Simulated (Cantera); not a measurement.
A freely propagating, adiabatic, planar premixed flame of H₂ : O₂ : N₂ = 1 : 0.595 : 2.74 (molar parts), unburnt at 400 K and 100000 Pa; mixture-averaged transport, grid criteria slope 0.08 and curve 0.16, no radiation.

Cantera simulation using the H2/O2 subset of GRI-Mech 3.0, which has no nitrogen chemistry; the numbers are that mechanism's predictions, not measurements. Burning velocities carry a grid error of a few per cent, more on coarse grids.

Q: What does this change do: 0.086 parts H2O added?

A: 
| quantity | before | after |
|---|---|---|
| laminar burning velocity | 222 cm/s | 206 cm/s |
| thermal thickness | 0.403 mm | 0.395 mm |
| peak x(H) | 0.0240 | 0.0211 |
| peak x(O) | 0.00787 | 0.00691 |
| peak x(H₂O₂) | 6.21e-5 | 6.44e-5 |

Q: What does this change do: 0.06 parts H2O added?

A: 
```tsv
quantity	before	after
laminar burning velocity	222 cm/s	211 cm/s
thermal thickness	0.403 mm	0.397 mm
peak x(H)	0.0240	0.0220
peak x(O)	0.00787	0.00719
peak x(H₂O₂)	6.21e-5	6.35e-5
```
